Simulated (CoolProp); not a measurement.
Vapour pressure (MPa) of methanol: the reference equation beside estimates from Tc = 240.2 °C, pc = 8.216 MPa, ω = 0.565. Clausius-Clapeyron is anchored at 112.95 °C with a constant enthalpy of vaporisation of 31.63 kJ/mol.

The numbers come from the reference Helmholtz-energy equation of state, de Reuck 1993 in CoolProp.

```
T (°C)  reference  Lee-Kesler  Clausius-Clapeyron  van der Waals  Redlich-Kwong  Soave-Redlich-Kwong  Peng-Robinson
------  ---------  ----------  ------------------  -------------  -------------  -------------------  -------------
104.15     0.4025      0.4073              0.4162          2.102          1.069               0.4082         0.4108
112.95     0.5238      0.5327              0.5238          2.352          1.280               0.5347         0.5360
121.75     0.6729      0.6864              0.6523          2.620          1.518               0.6903         0.6896
130.55     0.8542      0.8725              0.8048          2.907          1.786               0.8793         0.8760
139.25      1.070       1.093              0.9817          3.210          2.081                1.104          1.097
148.05      1.330       1.356               1.190          3.536          2.411                1.373          1.362
156.85      1.637       1.666               1.432          3.882          2.776                1.690          1.675
165.65      1.998       2.028               1.710          4.248          3.177                2.061          2.041
174.35      2.413       2.442               2.024          4.630          3.610                2.486          2.461
183.15      2.897       2.925               2.384          5.038          4.087                2.981          2.950
191.95      3.452       3.478               2.792          5.467          4.603                3.546          3.511
200.65      4.076       4.103               3.244          5.913          5.155                4.182          4.144
```

Absolute difference from the reference over all 12 rows, mean and median: Lee-Kesler 1.5 and 1.6 %, Clausius-Clapeyron 10.9 and 11.5 %, van der Waals 182.1 and 151.5 %, Redlich-Kwong 83.3 and 75.4 %, Soave-Redlich-Kwong 2.8 and 2.9 %, Peng-Robinson 2.2 and 2.2 %.
